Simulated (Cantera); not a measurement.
Charge: 1 mol CH3SiCl3, 0.4 mol C2H2, 160 mol H2, 0.062 mol C3H8, held at 1000 Pa.

Equilibrium computed with Cantera from the NASA thermochemical tables; the gas is ideal and each condensed phase is pure. Candidate condensed phases: C, C6H6, C7H8, C8H18, Si, SiC; 109 gas species. The feed counts by its element totals alone. Gases not in the tables: Si2H6 and higher silanes. Equilibrium is a limit: real reactors are often held back by kinetics, nucleation or transport.

Task: Which condensed phases are stable at each of these points (T (K)): 1973, 2023, 2073, 2123, 2173, 2223, 2273, 2323, 2373, 2423, 2473?

Result: 
```
T (K)      condensed phases  Si condensed (%)
-----  --------------------  ----------------
1973   C(graphite) + SiC(s)              96.1
2023   C(graphite) + SiC(s)              92.3
2073   C(graphite) + SiC(s)              84.5
2123   C(graphite) + SiC(s)              69.1
2173   C(graphite) + SiC(s)              39.1
2223            C(graphite)               0.0
2273            C(graphite)               0.0
2323            C(graphite)               0.0
2373               gas only               0.0
2423               gas only               0.0
2473               gas only               0.0
```

From 1973 K to 2173 K the condensed part is C(graphite) + SiC(s). From 2223 K to 2323 K the condensed part is C(graphite). From 2373 K to 2473 K nothing is condensed.
